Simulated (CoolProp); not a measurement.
Vapour-liquid equilibrium of propylene (1) + cyclohexane (2) at 55.25 °C; x and y are mole fractions of (1).

Computed with CoolProp (multi-fluid Helmholtz-energy mixture model, Lemmon 2013 and Zhou 2014; pair parameters Bell 2016).

**Question.** Give the bubble pressure and the first vapour's composition at x = 0.125, 0.575, 0.725. Is there an azeotrope?

**Answer.** x = 0.125: 3.356 bar, y = 0.872; x = 0.575: 12.78 bar, y = 0.974; x = 0.725: 15.88 bar, y = 0.983. No azeotrope shows between x = 0.05 and 0.95.

Pair parameters are fitted to limited data, so mixtures are less certain than the pure fluids. The gap from Raoult's law changes sign with composition, which may be real or a fault of the pair parameters; it wasn't checked against measurements.
